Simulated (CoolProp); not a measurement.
Values from CoolProp's reference Helmholtz-energy equation of state, Bücker 2006.

Q: For n-butane, give the phase and the cv (kJ/(kg K)), speed of sound (m/s), Joule-Thomson coefficient (K/MPa), isothermal compressibility (1/MPa) at 212.9 K and 6 kPa; 212.9 K and 33.8 kPa.

A: 
- 212.9 K and 6 kPa: liquid; cv 1.49, speed of sound 1370, Joule-Thomson coefficient -0.498, isothermal compressibility 0.00114
- 212.9 K and 33.8 kPa: liquid; cv 1.49, speed of sound 1370, Joule-Thomson coefficient -0.498, isothermal compressibility 0.00114
